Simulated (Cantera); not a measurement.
A closed system holds: 1 mol V, 0.062 mol H₂O, 8.2 mol NH₃, held at 0.100 bar.

These are equilibrium values from Cantera (NASA tables, ideal gas, pure condensed phases), not measurements of a reactor. Candidate condensed phases: H₂O, V, VN, VO, V₂O₃, V₂O₄, V₂O₅; 28 gas species. Mutual solubility and eutectic melting of coexisting phases are not modelled. VN, VO: taken at fixed stoichiometry. Condensed phases not in the tables: the oxides between V₂O₃ and V₂O₅ other than VO₂, solid solutions among these carbides, nitrides and lower oxides, V₂N. The numbers say what is thermodynamically allowed, not how fast it happens.

x: gas mole fraction; n: condensed amount in mol.

```tsv
T (°C)	x H₂	x N₂	x H₂O	x H	x NH₃	x VO	n VN(s)	n V₂O₃(s)	n VO(s)
1027	0.772	0.226	0.00218	3.07e-6	4.00e-6	<1e-12	0.982	0.00905	0
1077	0.772	0.226	0.00224	6.62e-6	3.30e-6	3.22e-12	0.983	0.00874	0
1127	0.772	0.226	0.00229	1.35e-5	2.76e-6	2.06e-11	0.983	0.00846	0
1177	0.772	0.226	0.00234	2.63e-5	2.33e-6	1.16e-10	0.984	0.00821	0
1227	0.772	0.226	0.00219	4.89e-5	2.00e-6	5.32e-10	0.973	0	0.0270
1277	0.772	0.226	…	8.75e-5	1.73e-6	2.10e-9	0.969	0	0.0307
1327	0.772	0.226	…	0.000151	1.51e-6	7.57e-9	0.966	0	0.0338
1377	0.772	0.226	…	0.000252	1.32e-6	2.52e-8	0.964	0	0.0365
1427	0.772	0.226	…	0.000409	1.17e-6	7.78e-8	0.961	0	0.0388
1477	0.772	0.226	…	0.000646	1.05e-6	2.25e-7	0.959	0	0.0408
1527	0.771	0.226	…	0.000994	9.41e-7	6.09e-7	0.957	0	0.0426
```

**Question.** What belongs in the gaps?

**Answer.** 
- 1277, x H₂O: 0.00196
- 1327, x H₂O: 0.00176
- 1377, x H₂O: 0.00160
- 1427, x H₂O: 0.00145
- 1477, x H₂O: 0.00132
- 1527, x H₂O: 0.00121
